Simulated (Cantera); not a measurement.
## Reactions in the system C-H-O-Ta

Standard-state values (1 bar) from the NASA 1993 polynomials, evaluated with Cantera. Values are per mole of reaction as written; species without (g) are pure solids or liquids, kept so even where they would boil at 1 bar. TaC: taken at fixed stoichiometry.

2 Ta2O5 + C3H8(g) + CH4(g) ⇌ 4 TaO2(g) + 2 C2H5OH(g)

```csv
T (K),ΔH° (kJ),ΔS° (J/K),ΔG° (kJ),log10 K
673,2968.1,875.0,2379.2,-184.66
823,2954.3,856.5,2249.4,-142.76
973,2939.3,839.8,2122.2,-113.92
1123,2923.2,824.5,1997.4,-92.90
1273,2906.5,810.4,1874.8,-76.93
1423,2889.0,797.5,1754.2,-64.39
1573,2870.9,785.4,1635.5,-54.31
```

Ta2O5 + 6 CH3(g) ⇌ 2 TaC + 2 C2H5OH(g) + 3 H2O(g)

```tsv
T (K)	ΔH° (kJ)	ΔS° (J/K)	ΔG° (kJ)	log10 K
673	-335.3	-131.9	-246.5	19.13
823	-339.6	-137.7	-226.2	14.36
973	-343.6	-142.2	-205.2	11.02
1123	-347.1	-145.6	-183.6	8.54
1273	-350.4	-148.3	-161.6	6.63
1423	-353.3	-150.5	-139.2	5.11
1573	-355.8	-152.2	-116.5	3.87
```
